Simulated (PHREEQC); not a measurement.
1 kg of water holding 0.043 mol NaCl, 0.031 mol NaBr, 0.0069 mol MgBr2, 0.23 mol KCl and 0.00018 mol CaSO4 is evaporated at 25 °C; the solids stay in contact with the brine. CO2 from the air is kept out. Only these solids could form: Arcanite, Bischofite, Bloedite, Brucite, Carnallite, Epsomite, Glaserite, Glauberite, Gypsum, Anhydrite, Halite, Hexahydrite, Kainite, Kieserite, Leonite, Mirabilite, Misenite, Polyhalite, Portlandite, Schoenite, Sylvite, Syngenite, Thenardite, MgCl2_4H2O.

The series has 23 steps of water left (kg), from 1 to 0.01337.

The numbers come from PHREEQC with the Pitzer model, pitzer.dat.

Question: Which solids form, in which order, and at which step of the series does each first stand?

Answer: Sylvite from water left = 0.05275 kg; Halite from water left = 0.01337 kg.
